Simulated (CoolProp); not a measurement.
A simple Rankine cycle with R1224YDZ: condensing at 328.15 K, boiler at 1.21 MPa, turbine inlet 472.1 K, turbine efficiency 0.65, pump efficiency 0.6, no recuperator. Each further row changes one setting.

Model: reference Helmholtz-energy equation of state, Akasaka 2023, in CoolProp.

```tsv
case	thermal efficiency (%)	net work (kJ/kg)	heat in (kJ/kg)	turbine exit temperature (K)	volume ratio over the turbine
as stated	6.0	16.8	279	448.2	3.20
condensing temperature 320.15 K	7.0	20.3	288	443.9	4.03
boiler pressure 0.847 MPa	4.3	12.1	282	456.2	2.22
turbine efficiency 0.55	5.0	14.1	279	450.9	3.23
```
